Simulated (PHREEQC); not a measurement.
1 kg of water holding 0.0086 mol Na2CO3, 0.048 mol Na2SO4 and 0.0097 mol NaCl is evaporated at 25 °C; the solids stay in contact with the brine. CO2 is held at log p = -3.4 (atm). Solids allowed: Burkeite, Halite, Mirabilite, Nahcolite, Natron, Thenardite, Trona. Others were left out.

All values are PHREEQC results (Pitzer model, pitzer.dat), not measurements.

| water left (kg) | ionic strength | water activity | Thenardite (mol) | Mirabilite (mol) | Trona (mol) | Cl in solution (mol/kgw) | C in solution (mol/kgw) | pH |
|---|---|---|---|---|---|---|---|---|
| 0.9999 | 0.173 | 0.997 | 0 | 0 | 0 | 0.00970 | 0.0147 | 9.20 |
| 0.8218 | 0.211 | 0.996 | 0 | 0 | 0 | 0.0118 | 0.0175 | 9.25 |
| 0.5551 | 0.314 | 0.995 | 0 | 0 | 0 | 0.0175 | 0.0248 | 9.34 |
| 0.4562 | 0.383 | 0.994 | 0 | 0 | 0 | 0.0213 | 0.0295 | 9.38 |
| 0.375 | 0.467 | 0.993 | 0 | 0 | 0 | 0.0259 | 0.0350 | 9.42 |
| 0.3082 | 0.569 | 0.991 | 0 | 0 | 0 | 0.0315 | 0.0416 | 9.45 |
| 0.2082 | 0.845 | 0.988 | 0 | 0 | 0 | 0.0466 | 0.0588 | 9.52 |
| 0.1711 | 1.03 | 0.985 | 0 | 0 | 0 | 0.0567 | 0.0700 | 9.55 |
| 0.1406 | 1.25 | 0.982 | 0 | 0 | 0 | 0.0690 | 0.0833 | 9.57 |
| 0.09499 | 1.86 | 0.975 | 0 | 0 | 0 | 0.102 | 0.118 | 9.62 |
| 0.07806 | 2.27 | 0.970 | 0 | 0 | 0 | 0.124 | 0.141 | 9.64 |
| 0.06415 | 2.76 | 0.964 | 0 | 0 | 0 | 0.151 | 0.169 | 9.65 |
| 0.05273 | 3.36 | 0.957 | 0 | 0 | 0 | 0.184 | 0.203 | 9.67 |
| 0.03562 | 4.99 | 0.936 | 0 | 0 | 0 | 0.272 | 0.292 | 9.69 |
| 0.02928 | 6.07 | 0.922 | 0 | 0 | 0 | 0.331 | 0.352 | 9.69 |
| 0.02265 | 6.82 | 0.910 | 0 | 0.00781 | 0 | 0.428 | 0.448 | 9.73 |
| 0.01091 | 8.17 | 0.877 | 0 | 0.0298 | 0 | 0.889 | 0.892 | 9.85 |
| 0.006836 | 10.2 | 0.826 | 0 | 0.0363 | 0 | 1.42 | 1.40 | 9.89 |
| 0.005966 | 11.0 | 0.805 | 0.00951 | 0.0278 | 0.000239 | 1.63 | 1.53 | 9.89 |
| 0.005966 | 11.0 | 0.805 | 0.0204 | 0.0169 | 0.000239 | 1.63 | 1.53 | 9.89 |
| 0.005966 | 11.0 | 0.805 | 0.0367 | 0.000650 | 0.000239 | 1.63 | 1.53 | 9.89 |
| 0.004951 | 10.6 | 0.800 | 0.0399 | 0 | 0.00146 | 1.96 | 1.44 | 9.88 |

Mirabilite from water left = 0.02265 kg (pH 9.73), last present at water left = 0.005966 kg; Thenardite from water left = 0.005966 kg (pH 9.89); Trona from water left = 0.005966 kg (pH 9.89).

Species that the database lacks are ignored.
